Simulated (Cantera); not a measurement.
Charge: 1 mol Si, 9.2 mol Br2, 0.16 mol N2, equilibrated at 1098 K and 0.410 bar.

Method: chemical equilibrium by Gibbs-energy minimisation in Cantera with the NASA 1993 tables (ideal gas, pure condensed phases). Candidate condensed phases: Br2, Si, Si3N4; 13 gas species. The numbers say what is thermodynamically allowed, not how fast it happens.

Base state: Br2 0.839, SiBr4 0.118, Br 0.0235, N2 0.0189 (mole fractions); condensed: gas only.

Question: What changes in the equilibrium state with this change: temperature from 1098 K to 1350 K?

Answer: 
```
species   before    after
-------  -------  -------
Br2        0.839    0.710
Br        0.0235    0.163
SiBr4      0.118    0.110
N2        0.0189   0.0176
SiBr3    1.64e-7  1.62e-5
```
The tables' values for SiBr3 are old estimates; treat these amounts as uncertain.
